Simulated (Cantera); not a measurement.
Cantera run, input and output.

```python
import numpy as np
import cantera as ct

gas = ct.Solution("gri30.yaml")
gas.TPX = 975, 250, {'H2': 0.0056, 'O2': 1}
reactor = ct.IdealGasConstPressureReactor(gas, energy="off", clone=False)
net = ct.ReactorNet([reactor])
net.rtol, net.atol = 1e-08, 1e-18
show = ['H2', 'O2', 'O', 'HO2', 'H2O2', 'H', 'OH']
times = np.geomspace(3e-05, 2, 14)

steps = ct.SolutionArray(gas, extra=["t"])
rows = []
print(f"{'t/s':>10s}{'T/K':>9s}{'P/Pa':>11s}" + "".join(f"{s:>11s}" for s in show))
for t in times:
    while net.time < t:
        t_next = net.step()
        steps.append(gas.state, t=t_next)
    rows.append([np.interp(t, steps.t, y) for y in (steps.T, steps.P, *steps(*show).X.T)])
    print(f"{t:10.3e}{rows[-1][0]:9.1f}{rows[-1][1]:11.4g}" + "".join(f"{x:11.3e}" for x in rows[-1][2:]))
rate = np.gradient(steps.T, steps.t)
print("integrator steps:", len(steps.t))
if steps.T.max() > steps.T[0] + 200:
    print(f"time of steepest temperature rise: {steps.t[rate.argmax()]:.4e} s")
gas.TPX = 975, 250, {'H2': 0.0056, 'O2': 1}
gas.equilibrate("TP")
print(f"equilibrium (TP): T = {gas.T:.1f} K  " + "  ".join(f"{s} {gas[s].X[0]:.3e}" for s in show))
```

It prints:

```
       t/s      T/K       P/Pa         H2         O2          O        HO2       H2O2          H         OH
 3.000e-05    975.0        250  5.569e-03  9.944e-01  2.808e-15  1.499e-13  1.830e-20  1.470e-13  2.803e-15
 7.050e-05    975.0        250  5.569e-03  9.944e-01  1.507e-14  3.522e-13  9.995e-20  3.371e-13  1.502e-14
 1.657e-04    975.0        250  5.569e-03  9.944e-01  7.835e-14  8.278e-13  5.388e-19  7.499e-13  7.771e-14
 3.893e-04    975.0        250  5.569e-03  9.944e-01  3.963e-13  1.946e-12  2.968e-18  1.558e-12  3.887e-13
 9.150e-04    975.0        250  5.569e-03  9.944e-01  1.828e-12  4.576e-12  1.638e-17  2.857e-12  1.745e-12
 2.150e-03    975.0        250  5.569e-03  9.944e-01  7.339e-12  1.076e-11  9.042e-17  4.525e-12  6.565e-12
 5.053e-03    975.0        250  5.569e-03  9.944e-01  2.695e-11  2.533e-11  4.998e-16  7.438e-12  2.103e-11
 1.187e-02    975.0        250  5.569e-03  9.944e-01  1.126e-10  5.972e-11  2.766e-15  1.746e-11  7.194e-11
 2.790e-02    975.0        250  5.569e-03  9.944e-01  8.175e-10  1.426e-10  1.537e-14  9.246e-11  4.461e-10
 6.558e-02    975.0        250  5.569e-03  9.944e-01  3.514e-08  4.746e-10  9.524e-14  3.710e-09  1.845e-08
 1.541e-01    975.0        250  5.315e-03  9.942e-01  1.758e-04  3.318e-07  4.723e-10  2.150e-05  8.817e-05
 3.622e-01    975.0        250  3.379e-05  9.899e-01  4.250e-03  3.575e-07  2.913e-09  3.119e-04  2.337e-04
 8.511e-01    975.0        250  1.288e-05  9.907e-01  3.564e-03  2.785e-07  1.854e-09  1.891e-04  1.696e-04
 2.000e+00    975.0        250  8.586e-06  9.919e-01  2.373e-03  2.334e-07  1.858e-09  1.027e-04  1.385e-04
integrator steps: 625
equilibrium (TP): T = 975.0 K  H2 4.589e-12  O2 9.944e-01  O 1.448e-09  HO2 1.048e-10  H2O2 5.647e-13  H 4.933e-14  OH 1.089e-07
```

Computed with Cantera and GRI-Mech 3.0 (53 species, 325 reactions). Radical loss at walls, strong at low pressure, is not modelled.
